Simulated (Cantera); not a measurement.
A perfectly stirred reactor is fed with 30.4 % H2, 13.5 % O2, 51.1 % N2, 5.06 % H2O, equivalence ratio 1.1, at 0.890 bar; it is adiabatic with a 625 K inlet, and is followed from long to short residence time, starting on the burning branch (τ in s: 0.046, 0.022, 0.011, 0.0053, 0.0026, 0.0013, 0.00062, 0.0003, 0.00015, 7.2e-05, 3.5e-05).

Cantera simulation using the H2/O2 subset of GRI-Mech 3.0, which has no nitrogen chemistry; the numbers are that mechanism's predictions, not measurements.

Task: Predict: blow-out, bracketed by the residence times tried; x(H2) at τ = 46.0 ms; x(O2) at τ = 46.0 ms; x(H2O) at τ = 46.0 ms; x(H) at τ = 46.0 ms; x(O) at τ = 46.0 ms; x(H2) at τ = 1.30 ms; x(O2) at τ = 1.30 ms; x(H2O) at τ = 1.30 ms; x(H) at τ = 1.30 ms; x(O) at τ = 1.30 ms.

Result: 
```json
{
 "blow_out_bracketed_by_the_residence_times_tried": "burning at 35.0 µs, the shortest tried",
 "x(H2) at τ = 46.0 ms": "0.0447",
 "x(O2) at τ = 46.0 ms": "0.00230",
 "x(H2O) at τ = 46.0 ms": "0.354",
 "x(H) at τ = 46.0 ms": "0.00548",
 "x(O) at τ = 46.0 ms": "0.000692",
 "x(H2) at τ = 1.30 ms": "0.0551",
 "x(O2) at τ = 1.30 ms": "0.00777",
 "x(H2O) at τ = 1.30 ms": "0.329",
 "x(H) at τ = 1.30 ms": "0.0159",
 "x(O) at τ = 1.30 ms": "0.00291"
}
```
